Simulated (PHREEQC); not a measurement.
Dissolve 0.0038 mol CdCl2, 0.00055 mol Na2SO4 and 0.0019 mol HCl per kg of water at 25 °C. Closed to the air; pH follows from the charge balance.

The numbers come from PHREEQC with the ion-association model, wateq4f.dat.

Each row changes one thing in this solution. Precipitation was switched off in this run.

| case | pH | ionic strength (mol/kgw) | Cl- (mol/kgw) | Cd+2 (mol/kgw) | CdCl+ (mol/kgw) | SO4-2 (mol/kgw) | SI of CdOHCl (CdOHCl) | SI of Halite (NaCl) |
|---|---|---|---|---|---|---|---|---|
| as made | 2.77 | 0.0119 | 0.00821 | 0.00243 | 0.00122 | 0.000389 | -5.69 | -6.72 |
| HCl from 0.0019 to 0.019 mol/kgw | 1.78 | 0.0270 | ___ | 0.00162 | 0.00200 | 0.000255 | -6.48 | -6.29 |
| CdCl2 from 0.0038 to 0.00418 mol/kgw | 2.77 | 0.0126 | 0.00878 | ___ | 0.00139 | 0.000385 | ___ | -6.70 |
| temperature from 25 to 70 °C | 2.79 | 0.0116 | 0.00813 | 0.00236 | ___ | 0.000327 | -4.99 | -6.82 |
| Na2SO4 from 0.00055 to 0.0055 mol/kgw | 2.87 | 0.0237 | 0.00853 | ___ | 0.000921 | 0.00418 | -5.73 | -5.74 |

Q: Complete the blanks.

A: 
- HCl from 0.0019 to 0.019 mol/kgw, Cl- (mol/kgw): 0.0243
- CdCl2 from 0.0038 to 0.00418 mol/kgw, Cd+2 (mol/kgw): 0.00263
- CdCl2 from 0.0038 to 0.00418 mol/kgw, SI of CdOHCl (CdOHCl): -5.63
- temperature from 25 to 70 °C, CdCl+ (mol/kgw): 0.00129
- Na2SO4 from 0.00055 to 0.0055 mol/kgw, Cd+2 (mol/kgw): 0.00206

Species that the database lacks are ignored. Away from 25 °C the constants follow the database's enthalpies or fits; those with neither stay at their 25 °C values.
